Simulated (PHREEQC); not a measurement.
1 kg of water holding 0.0036 mol Na2SO4, 0.005 mol NaCl, 0.2 mol K2SO4 and 0.0042 mol MgSO4 is evaporated at 60 °C; the solids stay in contact with the brine. CO2 from the air is kept out. The run lets Arcanite, Bischofite, Bloedite, Brucite, Carnallite, Epsomite, Glaserite, Halite, Hexahydrite, Kainite, Kieserite, Leonite, Mirabilite, Misenite, Schoenite, Sylvite, Thenardite, MgCl2_4H2O precipitate or redissolve, and no other solid.

The series has 28 steps of water left (kg), from 1 to 0.005012.

All values are PHREEQC results (Pitzer model, pitzer.dat), not measurements.

**Question.** Which solids form, in which order, and at which step of the series does each first stand?

**Answer.** Arcanite from water left = 0.2082 kg; Glaserite from water left = 0.00903 kg.

Away from 25 °C the constants follow the database's enthalpies or fits; those with neither stay at their 25 °C values.
